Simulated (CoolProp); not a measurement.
Properties of nitrogen along the isobar 2.59 MPa (Tc = 126.2 K, pc = 3.396 MPa, ω = 0.037).

The numbers come from the reference Helmholtz-energy equation of state, Span 2000 in CoolProp.

```tsv
T (K)	phase	density (kg/m³)	cv (kJ/(kg K))	speed of sound (m/s)	Joule-Thomson coefficient (K/MPa)	expansivity (1/kK)	conductivity (mW/(m K))
69.7	liquid	844.9	1.138	946.3	-0.3902	4.908	162
90.8	liquid	749.6	1.021	737.6	-0.2497	6.690	122
112	liquid	618.0	0.9605	480.8	0.3161	13.60	79.6
133.2	gas	88.46	0.8611	207.5	9.403	18.93	17.2
154.3	gas	66.15	0.7966	239.1	7.019	10.61	17.3
175.5	gas	54.61	0.7742	262.8	5.510	7.820	18.5
196.6	gas	47.10	0.7635	282.7	4.466	6.343	19.8
217.8	gas	41.61	0.7575	300.5	3.690	5.394	21.3
238.9	gas	37.41	0.7539	316.6	3.094	4.726	22.8
260.1	gas	34.04	0.7515	331.7	2.615	4.221	24.2
281.2	gas	31.27	0.7500	345.8	2.226	3.826	25.7
302.4	gas	28.94	0.7491	359.2	1.900	3.503	27.1
323.6	gas	26.94	0.7487	371.9	1.624	3.236	28.6
344.7	gas	25.23	0.7487	384.1	1.388	3.010	30.0
365.9	gas	23.72	0.7491	395.8	1.183	2.815	31.3
```

Thermal conductivity comes from a separate model (Lemmon 2004).
